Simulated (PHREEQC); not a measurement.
# Polishing slurry liquid (model solution)

Solution (16 °C): 0.26 mol/kgw H2SO4, 0.00099 mol/kgw Fe(NO3)3 and 0.019 mol/kgw Na2CO3. Closed to the air; pH follows from the charge balance.

The numbers come from PHREEQC with the ion-association model, wateq4f.dat.

No solid was allowed to form.

Estimate the pH, ionic strength, activity of water.

pH 0.69; ionic strength 0.339 mol/kgw; activity of water 0.990.

In which forms is S present?

HSO4- 84 %, SO4-2 15 %, NaSO4- 0.6 % of the S.
